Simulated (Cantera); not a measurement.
Cantera run:

```python
import numpy as np
import cantera as ct

gas_names = [...]  # 151 gases of nasa_gas.yaml made of C, H, N, O, Si
cond_names = """
    C(gr) C6H6(L) C7H8(L) C8H18(L),n-octa H2O(s) H2O(L) Si(cr) Si(L) SiC(b) SiO2(Lqz) SiO2(hqz) SiO2(L)
    Si2N2O(s) Si3N4(a)
""".split()


# ... load() reads the species with a 1 bar reference pressure and builds the phases ...
atoms = {
    'SiC': {'Si': 1, 'C': 1},
    'H2O': {'H': 2, 'O': 1},
    'N2': {'N': 2},
    'O2': {'O': 2},
}
top_T = {'C(gr)': 4500, 'SiC(b)': 3050, 'Si2N2O(s)': 2100, 'Si3N4(a)': 2400}  # K; cautious upper limits of use, not melting points


# ... equilibrate(T, P, feed) seeds the gas with the atoms and calls Mixture.equilibrate('TP', solver="vcs", rtol=1e-11, max_steps=5000) ...
results = []
feed = {'SiC': 1, 'H2O': 3, 'N2': 57, 'O2': 0.56}  # mol
P = 140000  # Pa
for T in [1100, 1200, 1300, 1400, 1500, 1600, 1700, 1800, 1900, 2000, 2100]:
    mix = equilibrate(T, P, feed)
    results.append((T, P, feed, dict(zip(mix.species_names, mix.species_moles))))

top = {s: max(r[3][s] / sum(r[3][g] for g in gas_names) for r in results) for s in gas_names}
cols = sorted((s for s in top if top[s] > 1e-05), key=lambda s: -top[s])[:5]
seen = [c for c in cond_names if any(r[3].get(c, 0) > 1e-12 for r in results)]
print("log10 of partial pressures in bar; condensed amounts in mol")
print(f"{'T/K':>10s}" + "".join(f"{s[:9]:>10s}" for s in cols + seen))
for T, P, feed, n in results:
    ng = sum(n[g] for g in gas_names)
    print(f"{T:10.4g}" + "".join(f"{np.log10(max(n[s] / ng * P / 1e5, 1e-99)):10.3f}" for s in cols)
          + "".join(f"{n.get(c, 0):10.4g}" for c in seen))
```

Output:

```
log10 of partial pressures in bar; condensed amounts in mol
       T/K        N2        H2       H2O        CO       CO2 SiO2(hqz)   SiO2(L)
      1100     0.117    -1.305    -1.714    -1.781    -2.195         1         0
      1200     0.117    -1.314    -1.692    -1.755    -2.270         1         0
      1300     0.117    -1.321    -1.676    -1.736    -2.337         1         0
      1400     0.117    -1.326    -1.664    -1.723    -2.397         1         0
      1500     0.117    -1.331    -1.655    -1.712    -2.449         1         0
      1600     0.117    -1.334    -1.648    -1.704    -2.496         1         0
      1700     0.117    -1.337    -1.642    -1.698    -2.537         0         1
      1800     0.117    -1.339    -1.638    -1.693    -2.573         0    0.9998
      1900     0.117    -1.342    -1.634    -1.689    -2.605         0    0.9988
      2000     0.117    -1.345    -1.629    -1.686    -2.631         0    0.9939
      2100     0.116    -1.352    -1.620    -1.684    -2.647         0    0.9743
```

Cantera equilibrium calculation (NASA polynomials, part measured and part estimated; ideal gas, pure solids and liquids). The tables hold silica as quartz up to 1696 K and as liquid above; real silica turns to tridymite and cristobalite and melts near 1996 K. Gases not in the tables: Si(OH)4.
